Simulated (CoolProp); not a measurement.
Properties of R11 along the isotherm 500 K (Tc = 471.1 K, pc = 4408 kPa, ω = 0.189).

Model: reference Helmholtz-energy equation of state, Jacobsen 1992, in CoolProp.

```
p (kPa)          phase  density (kg/m³)  cp (kJ/(kg K))  speed of sound (m/s)  Prandtl number
-------  -------------  ---------------  --------------  --------------------  --------------
69.7               gas            2.313          0.6852                 181.6           0.704
102                gas            3.392          0.6859                 181.3           0.705
150                gas            5.004          0.6871                 180.9           0.705
220                gas            7.372          0.6887                 180.2           0.706
323                gas            10.90          0.6913                 179.3           0.708
475                gas            16.19          0.6953                 177.8           0.711
697                gas            24.11          0.7015                 175.7           0.715
1020               gas            36.12          0.7116                 172.5           0.723
1500               gas            55.12          0.7295                 167.4           0.738
2200               gas            85.92          0.7642                 159.5           0.769
3230               gas            140.9          0.8476                 146.4           0.846
4750     supercritical            265.3           1.194                 123.8            1.17
6970     supercritical            676.5           1.955                 140.4            2.91
10200    supercritical            878.4           1.231                 236.5            2.45
15000    supercritical            983.4           1.067                 319.4            2.39
22000    supercritical             1067          0.9913                 398.6            2.45
```

The peak of cp marks the crossing from liquid-like to gas-like fluid above the critical point.

Viscosity comes from a separate model (Klein 1997), an estimate that may be off by 10 % or more. Thermal conductivity comes from a separate model (McLinden 2000), an estimate that may be off by 10 % or more.
